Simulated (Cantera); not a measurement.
Input: 1 mol toluene, 0.036 mol CO₂, held at 15.0 bar.

Equilibrium computed with Cantera from the NASA thermochemical tables; the gas is ideal and each condensed phase is pure. Candidate condensed phases: C, C₆H₆, C₇H₈, C₈H₁₈, H₂O; 131 gas species. Ions and electrons are included (thermal ionisation). Rates play no part.

Question: What share of the C ends up in condensed phases as a function of T (K), at 2000, 2250, 2500, 2750, 3000, 3250, 3500, 3750, 4000, 4250, 4500, 4750, 5000?

Answer: 
```csv
T (K),C condensed (%),as
2000,98.5,C(graphite)
2250,98.4,C(graphite)
2500,97.6,C(graphite)
2750,95.7,C(graphite)
3000,91.9,C(graphite)
3250,85.5,C(graphite)
3500,75.2,C(graphite)
3750,58.4,C(graphite)
4000,24.4,C(graphite)
4250,0.0,-
4500,0.0,-
4750,0.0,-
5000,0.0,-
```
